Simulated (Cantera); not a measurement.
Cantera with NASA thermochemical tables; ideal gases at 1 bar, condensed phases pure. Values are per mole of reaction as written; species without (g) are pure solids or liquids, kept so even where they would boil at 1 bar.

2 OH(g) + Zr = 2 H(g) + ZrO₂(g), with ΔH° = 71.1 kJ and ΔS° = 96.8 J/K at 300 K.

### Question
How far is the shortcut ΔG° ≈ ΔH°(300 K) − T·ΔS°(300 K) from the full temperature-dependent value at 1273, 1423, 1573, 1723, 1873, 2023, 2173, 2323, 2473, 2623 K?

### Answer
```tsv
T (K)	shortcut (kJ)	full (kJ)	difference (kJ)	difference in log10 K	condensed phases
1273	-52.2	-57.4	5.2	-0.21	Zr(β)
1423	-66.7	-72.8	6.1	-0.23	Zr(β)
1573	-81.2	-88.4	7.2	-0.24	Zr(β)
1723	-95.8	-103.9	8.2	-0.25	Zr(β)
1873	-110.3	-119.5	9.2	-0.26	Zr(β)
2023	-124.8	-135.0	10.2	-0.26	Zr(β)
2173	-139.3	-150.0	10.7	-0.26	Zr(l)
2323	-153.9	-163.9	10.0	-0.23	Zr(l)
2473	-168.4	-177.7	9.3	-0.20	Zr(l)
2623	-182.9	-191.3	8.4	-0.17	Zr(l)
```
The shortcut ignores heat capacities and the phase changes listed.
